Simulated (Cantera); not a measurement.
An isothermal plug-flow reactor at 675 K and 1.00 atm (inlet), inlet velocity 0.4 m/s, active area per volume 1700 1/m; feed 1.44 % CO, 2.28 % O2, 94.6 % N2, 1.68 % H2O.

Model: Deutschmann's 1995 Pt surface mechanism with GRI-Mech 3.0 gas chemistry, integrated in Cantera. Catalytic surfaces can have several steady states; this one follows from the mechanism file's or the stated starting coverage. Mass transfer to the wall is taken as infinitely fast.

One state of this run: x CO = 0.000102; x O2 = 0.0157; x H2O = 0.0169; x CO2 = 0.0144; θ free Pt = 0.0118; θ O* = 0.985; θ OH* = 0.00328; θ CO* = 3.83e-5. x: gas mole fraction; θ: surface coverage.

**Question.** Which value of z (m) does it belong to?
(A) 0.00054
(B) 0.00028
(C) 0.028
(D) 0.015

**Answer.** D, 0.015
